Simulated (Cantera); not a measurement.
An isothermal, constant-pressure homogeneous reactor starts with 21.7 % CH4, 78.3 % CO2, at 1500 K and 1.01 bar.

Cantera simulation using GRI-Mech 3.0 (53 species, 325 reactions); the numbers are that mechanism's predictions, not measurements.

One state of this run: x CH4 = 0.0740; x CO2 = 0.548; x H = 2.17e-6; x CH2CO = 3.39e-5; x CH2 = 6.79e-9; x C2H6 = 0.000124; x O2 = 8.58e-12. x: mole fraction; the columns are a selection and need not sum to one.

Q: Which value of t (s) does it belong to?
A. 0.668
B. 0.00718
C. 0.00231
D. 8.00e-6

A: A, 0.668
